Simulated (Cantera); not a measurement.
Input: 1 mol CaCO3, 2.9 mol H2, 2.2 mol O2, held at 9.00 bar.

Equilibrium computed with Cantera from the NASA thermochemical tables; the gas is ideal and each condensed phase is pure. Candidate condensed phases: C, C6H6, C7H8, C8H18, Ca, CaCO3, CaO, Ca(OH)2, H2O; 115 gas species. Equilibrium is a limit: real reactors are often held back by kinetics, nucleation or transport.

Q: At 1325 °C, list the 4 most abundant gas species with their mole fractions, and the condensed phases.

A: H2O 0.623, CO2 0.215, O2 0.161, OH 0.000235. Condensed: CaO(s).
